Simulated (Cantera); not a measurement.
## Titanium nitride, carbide and oxide coatings: Ti(OiPr)4 + C3H8

A closed system holds: 1 mol Ti(OiPr)4, 0.48 mol C3H8, held at 40.0 Pa.

Equilibrium computed with Cantera from the NASA thermochemical tables; the gas is ideal and each condensed phase is pure. Candidate condensed phases: C, C6H6, C7H8, C8H18, H2O, Ti, TiC, TiO, TiO2, Ti2O3, Ti3O5, Ti4O7; 113 gas species. The feed counts by its element totals alone. TiC: taken at fixed stoichiometry. Equilibrium is a limit: real reactors are often held back by kinetics, nucleation or transport.

| T (K) | x H2 | x CO | x H | x C2H2 (acetylene) | x CH4 | x H2O | x CO2 | x Ti | n C(graphite) | n Ti3O5(s) | n TiC(s) |
|---|---|---|---|---|---|---|---|---|---|---|---|
| 1048 | 0.872 | 0.128 | 3.61e-7 | 3.43e-9 | 1.78e-5 | 8.34e-6 | 1.45e-6 | <1e-12 | 11.1 | 0.333 | 0 |
| 1123 | 0.799 | 0.201 | 1.90e-6 | 1.76e-8 | 7.50e-6 | 4.24e-6 | 9.74e-7 | <1e-12 | 8.44 | 0 | 1.00 |
| 1198 | 0.799 | 0.201 | 8.50e-6 | 7.91e-8 | 4.10e-6 | 1.70e-6 | 3.14e-7 | <1e-12 | 8.44 | 0 | 1.00 |
| 1273 | 0.799 | 0.201 | 3.19e-5 | 2.97e-7 | 2.40e-6 | 7.64e-7 | 1.16e-7 | <1e-12 | 8.44 | 0 | 1.00 |
| 1348 | 0.799 | 0.201 | 0.000103 | 9.61e-7 | 1.49e-6 | 3.74e-7 | 4.81e-8 | <1e-12 | 8.44 | 0 | 1.00 |
| 1423 | 0.799 | 0.201 | 0.000297 | 2.74e-6 | 9.72e-7 | 1.98e-7 | 2.20e-8 | <1e-12 | 8.44 | 0 | 1.00 |
| 1498 | 0.798 | 0.201 | 0.000768 | 7.04e-6 | 6.62e-7 | 1.12e-7 | 1.09e-8 | 4.21e-12 | 8.44 | 0 | 1.00 |
| 1573 | 0.798 | 0.201 | 0.00182 | 1.65e-5 | 4.67e-7 | 6.66e-8 | 5.79e-9 | 5.03e-11 | 8.44 | 0 | 1.00 |
| 1648 | 0.796 | 0.200 | 0.00397 | 3.56e-5 | 3.39e-7 | 4.15e-8 | 3.26e-9 | 4.78e-10 | 8.44 | 0 | 1.00 |
| 1723 | 0.792 | 0.200 | 0.00811 | 7.17e-5 | 2.52e-7 | 2.69e-8 | 1.94e-9 | 3.73e-9 | 8.44 | 0 | 1.00 |
| 1798 | 0.785 | 0.199 | 0.0156 | 0.000135 | 1.91e-7 | 1.80e-8 | 1.20e-9 | 2.45e-8 | 8.43 | 0 | 1.00 |
| 1873 | 0.773 | 0.198 | 0.0284 | 0.000241 | 1.46e-7 | 1.23e-8 | 7.69e-10 | 1.38e-7 | 8.43 | 0 | 1.000 |
| 1948 | 0.755 | 0.196 | 0.0491 | 0.000407 | 1.11e-7 | 8.57e-9 | 5.07e-10 | 6.78e-7 | 8.42 | 0 | 1.000 |
x: gas mole fraction; n: condensed amount in mol.

At 1048 K the condensed part is C(graphite) + Ti3O5(s). From 1123 K to 1948 K the condensed part is C(graphite) + TiC(s).
